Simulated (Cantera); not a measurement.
Mixture: CH₄ : O₂ : N₂ : CO₂ : H₂ = 1 : 1.18 : 4.42 : 0.74 : 0.017 (molar parts), equivalence ratio 1.7, at 101000 Pa, adiabatic and at constant volume. Ignition delay is the time to a rise of 400 K.

Computed with Cantera and GRI-Mech 3.0 (53 species, 325 reactions).

Question: Predict: delay at 1125 K; delay at 1225 K; delay at 1325 K; delay at 1425 K; delay at 1525 K; delay at 1625 K; delay at 1725 K; apparent activation energy between 1525 and 1725 K.

Answer: 
```json
{
 "delay at 1125 K": "0.160 s",
 "delay at 1225 K": "40.2 ms",
 "delay at 1325 K": "11.1 ms",
 "delay at 1425 K": "3.37 ms",
 "delay at 1525 K": "1.15 ms",
 "delay at 1625 K": "0.449 ms",
 "delay at 1725 K": "0.202 ms",
 "apparent activation energy between 1525 and 1725 K": "190 kJ/mol"
}
```
